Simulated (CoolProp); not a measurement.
Octamethyltrisiloxane (MDM) along the isotherm 515.4 K: density (kg/m³) from the reference equation and from simpler models built on Tc = 565.4 K, pc = 14.38 bar, ω = 0.528; each cubic takes its own stable root.

Values from CoolProp's reference Helmholtz-energy equation of state, Thol 2017.

```csv
p (bar),phase,reference,van der Waals,Redlich-Kwong,Soave-Redlich-Kwong,Peng-Robinson
2.7,gas,16.52,16.10,16.36,16.51,16.65
5.39,gas,38.25,?,36.90,?,38.63
8.09,liquid,537.5,61.58,67.06,?,527.2
10.8,liquid,543.0,318.7,431.5,474.6,536.7
13.5,liquid,547.9,332.7,?,482.5,?
16.2,liquid,552.3,342.9,454.5,489.6,552.5
18.9,liquid,556.4,351.2,?,496.1,559.4
21.6,liquid,560.2,358.2,471.8,502.1,?
```

Complete the blanks.


- 5.39, van der Waals: 35.49
- 5.39, Soave-Redlich-Kwong: 37.90
- 8.09, Soave-Redlich-Kwong: 465.7
- 13.5, Redlich-Kwong: 444.0
- 13.5, Peng-Robinson: 545.0
- 18.9, Redlich-Kwong: 463.7
- 21.6, Peng-Robinson: 565.8

At some of these states van der Waals, Redlich-Kwong gives the other phase, because its saturation line lies elsewhere.
